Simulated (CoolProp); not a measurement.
Model: reference Helmholtz-energy equation of state, Lemmon 2006, in CoolProp. It is a short technical equation, of lower accuracy than the large ones.

Give the vapour pressure (MPa), liquid density (kg/m³), vapour density (kg/m³), enthalpy of vaporisation (kJ/kg) of saturated isohexane at 390, 408.6 K.


```json
[
 {"T (K)": "390", "p (MPa)": "0.458", "liquid density (kg/m³)": "554", "vapour density (kg/m³)": "14.1", "enthalpy of vaporisation (kJ/kg)": "275"},
 {"T (K)": "408.6", "p (MPa)": "0.680", "liquid density (kg/m³)": "530", "vapour density (kg/m³)": "21.1", "enthalpy of vaporisation (kJ/kg)": "256"}
]
```
